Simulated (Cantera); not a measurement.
A Cantera script and its output.

```python
import numpy as np
import cantera as ct

gas = ct.Solution("h2o2.yaml")
gas.TPX = 600, 84000, {'H2': 1, 'O2': 0.227, 'N2': 0.864}
flame = ct.FreeFlame(gas, width=0.045)
flame.set_refine_criteria(ratio=3, slope=0.08, curve=0.16)
flame.transport_model = "mixture-averaged"
flame.solve(loglevel=0, auto=True)
z, T = flame.grid, flame.T
thick = (T[-1] - T[0]) / np.gradient(T, z).max()
show = ['H2', 'O2', 'OH', 'O', 'H2O2', 'H2O']
print(f"laminar burning velocity  {flame.velocity[0] * 100:.3f} cm/s")
print(f"burnt temperature         {T[-1]:.1f} K")
print(f"thermal thickness         {thick * 1e3:.4f} mm")
print(f"grid points               {len(z)}")
z0 = z[flame.heat_release_rate.argmax()]
print(f"{'z/mm':>9s}{'T/K':>9s}{'u/(m/s)':>9s}" + "".join(f"{s:>11s}" for s in show))
rows = []
for k in (-3, -2, -1.5, -1, -0.5, -0.25, 0, 0.25, 0.5, 1, 2, 4, 8):
    zz = z0 + k * thick
    rows.append([k * thick, np.interp(zz, z, T), np.interp(zz, z, flame.velocity),
                 *(np.interp(zz, z, flame.X[gas.species_index(s)]) for s in show)])
    print(f"{rows[-1][0] * 1e3:9.3f}{rows[-1][1]:9.1f}{rows[-1][2]:9.3f}" + "".join(f"{x:11.3e}" for x in rows[-1][3:]))
```

Result:

```
laminar burning velocity  862.430 cm/s
burnt temperature         2221.6 K
thermal thickness         0.5742 mm
grid points               136
     z/mm      T/K  u/(m/s)         H2         O2         OH          O       H2O2        H2O
   -1.723    600.0    8.624  4.782e-01  1.086e-01  3.198e-18  8.048e-17  3.453e-17  4.585e-14
   -1.148    600.0    8.624  4.782e-01  1.086e-01  3.385e-15  7.636e-14  2.314e-14  1.091e-11
   -0.861    600.0    8.624  4.782e-01  1.086e-01  5.278e-13  1.061e-11  2.555e-12  8.365e-10
   -0.574    600.0    8.625  4.782e-01  1.086e-01  6.651e-10  3.416e-09  1.005e-09  1.976e-07
   -0.287    626.4    8.965  4.744e-01  1.083e-01  8.609e-05  1.697e-05  3.166e-06  1.382e-03
   -0.144    833.9   11.690  4.425e-01  1.020e-01  5.224e-04  3.363e-04  5.290e-06  2.014e-02
    0.000   1220.1   16.656  3.382e-01  6.301e-02  2.041e-03  3.074e-03  1.272e-06  1.035e-01
    0.144   1475.7   19.991  2.519e-01  1.406e-02  3.348e-03  2.751e-03  6.668e-07  1.981e-01
    0.287   1582.7   21.329  2.364e-01  2.315e-03  3.501e-03  1.424e-03  4.136e-07  2.226e-01
    0.574   1689.3   22.602  2.419e-01  4.798e-04  3.828e-03  1.039e-03  2.891e-07  2.277e-01
    1.148   1802.0   23.909  2.518e-01  3.222e-04  3.952e-03  7.965e-04  1.800e-07  2.301e-01
    2.297   1914.6   25.182  2.618e-01  2.041e-04  3.703e-03  5.231e-04  9.807e-08  2.329e-01
    4.594   2014.6   26.285  2.707e-01  1.100e-04  3.099e-03  2.903e-04  4.970e-08  2.358e-01
```

Model: the H2/O2 subset of GRI-Mech 3.0, which has no nitrogen chemistry, integrated in Cantera. Burning velocities carry a grid error of a few per cent, more on coarse grids.
